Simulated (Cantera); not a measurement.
Input (Python, Cantera):

```python
import numpy as np
import cantera as ct

gas = ct.Solution("gri30.yaml")
gas.TPX = 975, 1000000, {'CH4': 1, 'H2': 0.31, 'O2': 2.24, 'N2': 8.44}
reactor = ct.IdealGasReactor(gas, energy="on", clone=False)
net = ct.ReactorNet([reactor])
net.rtol, net.atol = 1e-08, 1e-16
show = ['CH4', 'H2', 'O2', 'NO', 'O', 'HCN']
times = np.geomspace(2e-06, 2, 10)

steps = ct.SolutionArray(gas, extra=["t"])
rows = []
print(f"{'t/s':>10s}{'T/K':>9s}{'P/Pa':>11s}" + "".join(f"{s:>11s}" for s in show))
for t in times:
    while net.time < t:
        t_next = net.step()
        steps.append(gas.state, t=t_next)
    rows.append([np.interp(t, steps.t, y) for y in (steps.T, steps.P, *steps(*show).X.T)])
    print(f"{t:10.3e}{rows[-1][0]:9.1f}{rows[-1][1]:11.4g}" + "".join(f"{x:11.3e}" for x in rows[-1][2:]))
rate = np.gradient(steps.T, steps.t)
print("integrator steps:", len(steps.t))
if steps.T.max() > steps.T[0] + 200:
    print(f"time of steepest temperature rise: {steps.t[rate.argmax()]:.4e} s")
gas.TPX = 975, 1000000, {'CH4': 1, 'H2': 0.31, 'O2': 2.24, 'N2': 8.44}
gas.equilibrate("UV")
print(f"equilibrium (UV): T = {gas.T:.1f} K  " + "  ".join(f"{s} {gas[s].X[0]:.3e}" for s in show))
```

Result:

```
       t/s      T/K       P/Pa        CH4         H2         O2         NO          O        HCN
 2.000e-06    975.0      1e+06  8.340e-02  2.585e-02  1.868e-01  1.004e-25  2.472e-13  3.227e-32
 9.283e-06    975.0      1e+06  8.340e-02  2.585e-02  1.868e-01  7.542e-25  3.625e-13  6.941e-31
 4.309e-05    975.0      1e+06  8.340e-02  2.585e-02  1.868e-01  7.596e-24  7.058e-13  1.283e-29
 2.000e-04    975.0      1e+06  8.340e-02  2.585e-02  1.868e-01  7.968e-23  1.119e-12  1.496e-28
 9.283e-04    975.0      1e+06  8.340e-02  2.585e-02  1.868e-01  9.173e-22  2.372e-12  1.555e-27
 4.309e-03    975.0      1e+06  8.340e-02  2.585e-02  1.868e-01  1.252e-19  2.574e-11  2.542e-25
 2.000e-02    993.1  1.018e+06  8.232e-02  2.503e-02  1.853e-01  1.446e-15  4.953e-09  1.598e-18
 9.283e-02   2904.0  3.002e+06  5.449e-14  8.783e-03  1.382e-02  1.022e-02  1.739e-03  5.310e-09
 4.309e-01   2904.0  3.002e+06  5.449e-14  8.783e-03  1.382e-02  1.022e-02  1.739e-03  5.310e-09
 2.000e+00   2904.0  3.002e+06  5.449e-14  8.783e-03  1.382e-02  1.022e-02  1.739e-03  5.310e-09
integrator steps: 2593
time of steepest temperature rise: 2.3864e-02 s
equilibrium (UV): T = 2904.0 K  CH4 6.768e-14  H2 8.783e-03  O2 1.382e-02  NO 1.022e-02  O 1.739e-03  HCN 5.310e-09
```

Model: GRI-Mech 3.0 (53 species, 325 reactions), integrated in Cantera. Below about 1000 K GRI-Mech 3.0 lacks low-temperature oxidation paths.
